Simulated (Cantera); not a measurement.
A diamond (100) surface in a fixed gas of H2 with x(CH4) = 0.014, x(H) = 0.00027, at 1325 K, 0.0168 atm; coverages are run to steady state.

Cantera simulation using the Harris–Goodwin 1993 mechanism for the reconstructed diamond (100) surface; the numbers are that mechanism's predictions, not measurements.

θ: site fractions in the mechanism's names (c6HH fully hydrogenated, c6H* and c6*H radical sites, c6** diradical, c6HM methylated).

```csv
x(CH3),growth (µm/h),θ c6HH,θ c6H*,θ c6*H,θ c6**,θ c6HM
1e-06,0.000185,0.530,0.0407,0.417,0.0122,2.60e-7
2.7e-06,0.000501,0.530,0.0407,0.417,0.0122,7.03e-7
7.1e-06,0.00132,0.530,0.0407,0.417,0.0122,1.85e-6
1.9e-05,0.00352,0.530,0.0407,0.417,0.0122,4.94e-6
5.1e-05,0.00942,0.530,0.0406,0.417,0.0122,1.33e-5
0.00014,___,0.530,0.0406,0.417,0.0121,___
0.00036,0.0651,0.529,0.0406,0.416,0.0119,9.34e-5
0.00097,___,0.528,0.0405,0.415,0.0114,___
0.0026,0.407,0.526,0.0403,0.413,0.0103,0.000665
```

Question: Fill in the missing entries.

Answer: 
- 0.00014, growth (µm/h): 0.0257
- 0.00014, θ c6HM: 3.64e-5
- 0.00097, growth (µm/h): 0.168
- 0.00097, θ c6HM: 0.000251
